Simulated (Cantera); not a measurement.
Source: NASA polynomial tables (part measured, part estimated), evaluated in Cantera. Values are per mole of reaction as written; species without (g) are pure solids or liquids, kept so even where they would boil at 1 bar.

7 NO₂(g) + Cr₂N ⇌ 8 NO(g) + 2 CrO₃(g)

```csv
T (K),ΔH° (kJ),ΔS° (J/K),ΔG° (kJ),log10 K
300,30.6,472.4,-111.1,19.34
425,…,…,…,…
525,…,…,…,…
625,32.1,477.5,-266.3,22.25
725,…,…,…,…
825,…,…,…,…
```

Complete the blanks.


- 425, ΔH° (kJ): 32.6
- 425, ΔS° (J/K): 478.2
- 425, ΔG° (kJ): -170.6
- 425, log10 K: 20.97
- 525, ΔH° (kJ): 32.9
- 525, ΔS° (J/K): 478.7
- 525, ΔG° (kJ): -218.5
- 525, log10 K: 21.74
- 725, ΔH° (kJ): 30.6
- 725, ΔS° (J/K): 475.3
- 725, ΔG° (kJ): -313.9
- 725, log10 K: 22.62
- 825, ΔH° (kJ): 28.6
- 825, ΔS° (J/K): 472.6
- 825, ΔG° (kJ): -361.3
- 825, log10 K: 22.88
